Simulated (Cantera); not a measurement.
Feed: 1 mol Cu2O, 2.1 mol C, 0.2 mol N2, held at 0.100 bar.

Equilibrium computed with Cantera from the NASA thermochemical tables; the gas is ideal and each condensed phase is pure. Candidate condensed phases: C, Cu, CuO, Cu2O; 27 gas species. Equilibrium is a limit: real reactors are often held back by kinetics, nucleation or transport.

Question: Which condensed phases are stable at each of these points (T (°C)): 952, 1002, 1052, 1102, 1152, 1202, 1252, 1302, 1352, 1402, 1452?

Answer: 
```
T (°C)     condensed phases  Cu condensed (%)
------  -------------------  ----------------
952     C(graphite) + Cu(s)             100.0
1002    C(graphite) + Cu(s)             100.0
1052    C(graphite) + Cu(s)             100.0
1102    C(graphite) + Cu(l)             100.0
1152    C(graphite) + Cu(l)             100.0
1202    C(graphite) + Cu(l)             100.0
1252    C(graphite) + Cu(l)             100.0
1302    C(graphite) + Cu(l)             100.0
1352    C(graphite) + Cu(l)             100.0
1402    C(graphite) + Cu(l)              99.9
1452    C(graphite) + Cu(l)              99.9
```

From 952 °C to 1052 °C the condensed part is C(graphite) + Cu(s). From 1102 °C to 1452 °C the condensed part is C(graphite) + Cu(l).
